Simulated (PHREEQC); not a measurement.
Dissolve 0.011 mol NaHCO3, 8e-05 mol NH3 and 0.0087 mol KCl per kg of water at 25 °C. Closed to the air; pH follows from the charge balance.

Equilibrium calculation in PHREEQC: ion-association model, phreeqc.dat.

Task: The ionic strength comes out as 0.0199 mol/kgw. What activity coefficients do NaCO3-, HCO3-, CO3-2, Na+, K+ get?

Result: NaCO3- 0.87, HCO3- 0.88, CO3-2 0.59, Na+ 0.87, K+ 0.87.

This is a speciation only: nothing precipitates in the calculation.
